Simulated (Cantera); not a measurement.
Cantera run:

```python
import numpy as np
import cantera as ct

gas_names = """
    B BH BH2 BH3 BN BO BO2 B2 B2O B2O2 B2O3 B3O3H3 H HBO HBO2 HNO HNO2 HNO3 HO2 H2 H2O H2O2 H3B3O6 N NH
    NH2 NH3 NH2OH NO NO2 NO3 N2 N2H2 N2H4 N2O O OH O2 O3
""".split()
cond_names = """
    B(b) B(L) BN(s) B2O3(L) B3O3H3(cr) H2O(s) H2O(L)
""".split()


# ... load() reads the species with a 1 bar reference pressure and builds the phases ...
atoms = {
    'B2O3': {'B': 2, 'O': 3},
    'H2O': {'H': 2, 'O': 1},
    'N2': {'N': 2},
    'NH3': {'N': 1, 'H': 3},
}
top_T = {'BN(s)': 3200}  # K; cautious upper limits of use, not melting points


# ... equilibrate(T, P, feed) seeds the gas with the atoms and calls Mixture.equilibrate('TP', solver="vcs", rtol=1e-11, max_steps=5000) ...
results = []
feed = {'B2O3': 1, 'H2O': 12, 'N2': 4.2, 'NH3': 4.8}  # mol
P = 78  # Pa
for T in [998, 1098, 1198, 1298, 1398, 1498, 1598, 1698, 1798, 1898, 1998, 2098, 2198]:
    mix = equilibrate(T, P, feed)
    results.append((T, P, feed, dict(zip(mix.species_names, mix.species_moles))))
    x = sorted(zip(gas.X, gas.species_names), reverse=True)
    print(f"T = {T:g} K  P = {P:g} Pa  gas = {mix.phase_moles(0):.4g} mol")
    print("   x: " + "  ".join(f"{s} {v:.3e}" for v, s in x if v > 1e-06))
    print("   condensed (mol): " + ("  ".join(f"{mix.phase(i).name} {mix.phase_moles(i):.4g}"
          for i in range(1, mix.n_phases) if mix.phase_moles(i) > 1e-12) or "none"))
```

It prints:

```
T = 998 K  P = 78 Pa  gas = 25.8 mol
   x: H2O 4.644e-01  H2 2.790e-01  N2 2.558e-01  HBO2 6.133e-04  H3B3O6 2.487e-04
   condensed (mol): B2O3(L) 0.9825
T = 1098 K  P = 78 Pa  gas = 25.85 mol
   x: H2O 4.619e-01  H2 2.785e-01  N2 2.553e-01  HBO2 4.100e-03  H3B3O6 1.545e-04
   condensed (mol): B2O3(L) 0.941
T = 1198 K  P = 78 Pa  gas = 26.05 mol
   x: H2O 4.508e-01  H2 2.764e-01  N2 2.533e-01  HBO2 1.943e-02  H3B3O6 9.951e-05  B2O3 1.105e-05  H 3.578e-06
   condensed (mol): B2O3(L) 0.7427
T = 1298 K  P = 78 Pa  gas = 26.73 mol
   x: H2O 4.142e-01  H2 2.693e-01  N2 2.469e-01  HBO2 6.924e-02  B2O3 2.258e-04  H3B3O6 6.176e-05  H 1.991e-05  HBO 5.757e-06
   condensed (mol): B2O3(L) 0.06596
T = 1398 K  P = 78 Pa  gas = 26.8 mol
   x: H2O 4.108e-01  H2 2.686e-01  N2 2.463e-01  HBO2 7.388e-02  B2O3 3.632e-04  H 8.781e-05  HBO 1.336e-05  OH 2.648e-06  H3B3O6 1.951e-06
   condensed (mol): none
T = 1498 K  P = 78 Pa  gas = 26.8 mol
   x: H2O 4.109e-01  H2 2.684e-01  N2 2.462e-01  HBO2 7.362e-02  B2O3 4.839e-04  H 3.188e-04  HBO 2.593e-05  OH 1.384e-05  BO2 3.062e-06
   condensed (mol): none
T = 1598 K  P = 78 Pa  gas = 26.81 mol
   x: H2O 4.108e-01  H2 2.680e-01  N2 2.461e-01  HBO2 7.328e-02  H 9.867e-04  B2O3 6.211e-04  OH 5.888e-05  HBO 4.617e-05  BO2 1.288e-05  BO 3.868e-06
   condensed (mol): none
T = 1698 K  P = 78 Pa  gas = 26.84 mol
   x: H2O 4.105e-01  H2 2.670e-01  N2 2.459e-01  HBO2 7.283e-02  H 2.675e-03  B2O3 7.723e-04  OH 2.114e-04  HBO 7.644e-05  BO2 4.576e-05  BO 1.536e-05  NO 3.802e-06  O 1.697e-06  O2 1.174e-06
   condensed (mol): none
T = 1798 K  P = 78 Pa  gas = 26.9 mol
   x: H2O 4.093e-01  H2 2.647e-01  N2 2.454e-01  HBO2 7.217e-02  H 6.486e-03  B2O3 9.332e-04  OH 6.593e-04  BO2 1.412e-04  HBO 1.188e-04  BO 5.198e-05  NO 1.471e-05  O 1.251e-05  O2 8.568e-06
   condensed (mol): none
T = 1898 K  P = 78 Pa  gas = 27.03 mol
   x: H2O 4.063e-01  H2 2.603e-01  N2 2.442e-01  HBO2 7.109e-02  H 1.428e-02  OH 1.823e-03  B2O3 1.096e-03  BO2 3.862e-04  HBO 1.742e-04  BO 1.534e-04  O 7.518e-05  O2 5.125e-05  NO 4.956e-05
   condensed (mol): none
T = 1998 K  P = 78 Pa  gas = 27.29 mol
   x: H2O 3.993e-01  H2 2.527e-01  N2 2.417e-01  HBO2 6.919e-02  H 2.887e-02  OH 4.540e-03  B2O3 1.248e-03  BO2 9.499e-04  BO 4.012e-04  O 3.793e-04  O2 2.585e-04  HBO 2.415e-04  NO 1.480e-04
   condensed (mol): none
T = 2098 K  P = 78 Pa  gas = 27.82 mol
   x: H2O 3.836e-01  H2 2.414e-01  N2 2.370e-01  HBO2 6.578e-02  H 5.413e-02  OH 1.021e-02  BO2 2.110e-03  O 1.633e-03  B2O3 1.366e-03  O2 1.107e-03  BO 9.457e-04  NO 3.943e-04  HBO 3.180e-04
   condensed (mol): none
T = 2198 K  P = 78 Pa  gas = 28.85 mol
   x: H2O 3.502e-01  N2 2.283e-01  H2 2.274e-01  H 9.509e-02  HBO2 5.983e-02  OH 2.037e-02  O 5.939e-03  BO2 4.190e-03  O2 3.858e-03  BO 2.052e-03  B2O3 1.421e-03  NO 9.170e-04  HBO 4.033e-04  B2O2 1.488e-06
   condensed (mol): none
```

Cantera equilibrium calculation (NASA polynomials, part measured and part estimated; ideal gas, pure solids and liquids). Gases not in the tables: H3BO3.
